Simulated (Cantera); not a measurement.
A freely propagating, adiabatic, planar premixed flame of 10.3 % CH4, 18.8 % O2, 70.9 % N2, equivalence ratio 1.1, unburnt at 500 K and 4.93 atm; mixture-averaged transport, grid criteria slope 0.08 and curve 0.16, no radiation.

Cantera simulation using GRI-Mech 3.0 (53 species, 325 reactions); the numbers are that mechanism's predictions, not measurements. Burning velocities carry a grid error of a few per cent, more on coarse grids.

Problem. Predict: laminar burning velocity; thermal thickness; peak x(HO2); peak x(H2); peak x(CH2O).

Solution. 
* **laminar burning velocity**: 50.4 cm/s
* **thermal thickness**: 0.113 mm
* **peak x(HO2)**: 0.000190
* **peak x(H2)**: 0.0207
* **peak x(CH2O)**: 0.00141
